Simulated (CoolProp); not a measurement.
The numbers come from the reference Helmholtz-energy equation of state, Aleksandrov 2011 in CoolProp. It is a short technical equation, of lower accuracy than the large ones.

Q: For n-undecane, give the phase and the Z, cp (kJ/(kg K)), speed of sound (m/s), isothermal compressibility (1/MPa) at 222.95 °C and 2280 kPa; 289.65 °C and 2280 kPa.

A: 
- 222.95 °C and 2280 kPa: liquid; Z 0.149, cp 2.98, speed of sound 618, isothermal compressibility 0.00525
- 289.65 °C and 2280 kPa: liquid; Z 0.149, cp 3.28, speed of sound 417, isothermal compressibility 0.0133
